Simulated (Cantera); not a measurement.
What does this Cantera script print?

```python
import numpy as np
import cantera as ct

gas = ct.Solution("gri30.yaml")
gas.TPX = 1150, 101325, {'CH4': 1, 'O2': 1.11, 'N2': 6.22}
reactor = ct.IdealGasReactor(gas, energy="on", clone=False)
net = ct.ReactorNet([reactor])
net.rtol, net.atol = 1e-08, 1e-16
show = ['CH4', 'O2', 'CH2O', 'OH', 'C2H']
times = np.geomspace(7e-06, 3, 16)

steps = ct.SolutionArray(gas, extra=["t"])
rows = []
print(f"{'t/s':>10s}{'T/K':>9s}{'P/Pa':>11s}" + "".join(f"{s:>11s}" for s in show))
for t in times:
    while net.time < t:
        t_next = net.step()
        steps.append(gas.state, t=t_next)
    rows.append([np.interp(t, steps.t, y) for y in (steps.T, steps.P, *steps(*show).X.T)])
    print(f"{t:10.3e}{rows[-1][0]:9.1f}{rows[-1][1]:11.4g}" + "".join(f"{x:11.3e}" for x in rows[-1][2:]))
rate = np.gradient(steps.T, steps.t)
print("integrator steps:", len(steps.t))
if steps.T.max() > steps.T[0] + 200:
    print(f"time of steepest temperature rise: {steps.t[rate.argmax()]:.4e} s")
gas.TPX = 1150, 101325, {'CH4': 1, 'O2': 1.11, 'N2': 6.22}
gas.equilibrate("UV")
print(f"equilibrium (UV): T = {gas.T:.1f} K  " + "  ".join(f"{s} {gas[s].X[0]:.3e}" for s in show))
```

Result:

```
       t/s      T/K       P/Pa        CH4         O2       CH2O         OH        C2H
 7.000e-06   1150.0  1.013e+05  1.200e-01  1.333e-01  3.609e-12  8.326e-13  9.326e-40
 1.662e-05   1150.0  1.013e+05  1.200e-01  1.333e-01  2.062e-11  1.474e-12  9.011e-38
 3.945e-05   1150.0  1.013e+05  1.200e-01  1.333e-01  1.178e-10  3.102e-12  8.666e-36
 9.365e-05   1150.0  1.013e+05  1.200e-01  1.333e-01  6.814e-10  7.579e-12  8.568e-34
 2.223e-04   1150.0  1.013e+05  1.200e-01  1.333e-01  4.033e-09  2.128e-11  8.765e-32
 5.278e-04   1150.0  1.013e+05  1.200e-01  1.333e-01  2.576e-08  6.788e-11  1.146e-29
 1.253e-03   1150.0  1.013e+05  1.200e-01  1.333e-01  1.929e-07  2.318e-10  2.352e-27
 2.974e-03   1150.0  1.013e+05  1.200e-01  1.333e-01  1.635e-06  6.911e-10  7.652e-25
 7.061e-03   1150.1  1.013e+05  1.200e-01  1.332e-01  9.285e-06  1.070e-09  7.323e-23
 1.676e-02   1150.3  1.014e+05  1.200e-01  1.332e-01  3.182e-05  1.383e-09  1.608e-21
 3.979e-02   1151.2  1.014e+05  1.198e-01  1.331e-01  9.918e-05  2.354e-09  3.893e-20
 9.446e-02   1156.3  1.019e+05  1.190e-01  1.326e-01  3.692e-04  7.734e-09  4.124e-18
 2.242e-01   2393.8  2.339e+05  2.242e-11  6.681e-06  8.569e-09  6.642e-04  3.946e-17
 5.323e-01   2393.8  2.339e+05  2.241e-11  6.682e-06  8.569e-09  6.643e-04  3.945e-17
 1.264e+00   2393.8  2.339e+05  2.241e-11  6.682e-06  8.569e-09  6.643e-04  3.945e-17
 3.000e+00   2393.8  2.339e+05  2.241e-11  6.682e-06  8.569e-09  6.643e-04  3.945e-17
integrator steps: 2442
time of steepest temperature rise: 1.7928e-01 s
equilibrium (UV): T = 2393.8 K  CH4 2.527e-11  O2 6.682e-06  CH2O 8.569e-09  OH 6.643e-04  C2H 4.379e-17
```

Model: GRI-Mech 3.0 (53 species, 325 reactions), integrated in Cantera.
